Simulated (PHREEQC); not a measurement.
Solution (25 °C): 80 mmol/kgw Pb(NO3)2. It is in equilibrium with CO2 at log p = -3.5 (atm). Otherwise closed; pH follows from the charge balance.

Model: ion-association model, phreeqc.dat, run in PHREEQC.

| quantity | before | after |
|---|---|---|
| pH | 4.40 | 4.21 |
| CO2 (mol/kgw) | 1.03e-5 | 9.98e-6 |
| HCO3- (mol/kgw) | 1.58e-7 | 1.08e-7 |

**Question.** Name the change that produced these shifts.
(A) Pb(NO3)2 from 0.08 to 0.16 mol/kgw
(B) Pb(NO3)2 from 0.08 to 0.4 mol/kgw
(C) diluted 5-fold with water
(D) Pb(NO3)2 replaced by Ba(NO3)2 at the same molality

**Answer.** A, Pb(NO3)2 from 0.08 to 0.16 mol/kgw

Precipitation was switched off in this run.
